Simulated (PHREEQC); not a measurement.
Model water analysis in mg/kgw, 25 °C, pH 6.82, pe 10.7:

```json
[
 {"constituent": "Na", "mg/kgw": "437"},
 {"constituent": "K", "mg/kgw": "31.1"},
 {"constituent": "Ca", "mg/kgw": "515"},
 {"constituent": "Mg", "mg/kgw": "64.9"},
 {"constituent": "Cl", "mg/kgw": "735"},
 {"constituent": "S(6) as SO4", "mg/kgw": "1420"},
 {"constituent": "Alkalinity as HCO3", "mg/kgw": "89.2"},
 {"constituent": "Zn", "mg/kgw": "3.97"},
 {"constituent": "Sr", "mg/kgw": "10.3"},
 {"constituent": "Cu(2)", "mg/kgw": "10.1"},
 {"constituent": "B", "mg/kgw": "6.56"},
 {"constituent": "N(5) as NO3", "mg/kgw": "0.414"}
]
```

Valence states are taken as typed.

Computed with PHREEQC (ion-association model, wateq4f.dat).

This is a speciation only: nothing precipitates in the calculation.

**Question.** Order these Sr species by the share of Sr that they hold, largest first: SrHCO3+, Sr+2, SrSO4.

**Answer.** Sr+2 (73 %), SrSO4 (27 %), SrHCO3+ (0.60 %)

**Question.** Order these Ca species by the share of Ca that they hold, largest first: CaSO4, CaHCO3+, Ca+2.

**Answer.** Ca+2 (72 %), CaSO4 (27 %), CaHCO3+ (0.50 %)

The pH is 6.82 and the ionic strength 0.0635 mol/kgw. The solution is supersaturated, for example in Malachite, Atacamite, so a real one may precipitate; this is no full list. The database's constant for dissolved Cu(OH)2 is higher than later reviews accept.
